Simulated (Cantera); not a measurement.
Charge: 1 mol BCl3, 0.53 mol NH3, equilibrated at 0.00320 bar.

Cantera equilibrium calculation (NASA polynomials, part measured and part estimated; ideal gas, pure solids and liquids). Candidate condensed phases: B, BN, NH4Cl; 21 gas species. The tables' values for BCl2, BCl are old estimates; treat these amounts as uncertain. Gases not in the tables: BHCl2. Rates play no part. All values below are at 1377 °C.

Base state: HCl 0.687, BCl3 0.241, H2 0.0375, N2 0.0151, BCl2 0.00972, BCl 0.00509, Cl 0.00447, H 0.000311 (mole fractions); condensed: BN(s).

What changes in the equilibrium state with this change: pressure from 0.00320 bar to 0.00830 bar?


| species | before | after |
|---|---|---|
| HCl | 0.687 | 0.690 |
| BCl3 | 0.241 | 0.246 |
| H2 | 0.0375 | 0.0382 |
| BCl2 | 0.00972 | 0.00621 |
| N2 | 0.0151 | 0.0140 |
| BCl | 0.00509 | 0.00203 |
| Cl | 0.00447 | 0.00276 |
| H | 0.000311 | 0.000195 |
| BN(s), mol | 0.467 | 0.472 |

What changes in the equilibrium state with this change: NH3 from 0.53 to 1.7 mol?


```csv
species,before,after
HCl,0.687,0.660
H2,0.0375,0.248
N2,0.0151,0.0827
BCl3,0.241,0.00538
BCl2,0.00972,0.000581
BCl,0.00509,0.000813
Cl,0.00447,0.00167
"BN(s), mol",0.467,0.970
```
The tables' values for BCl, BCl2 are old estimates; treat these amounts as uncertain.
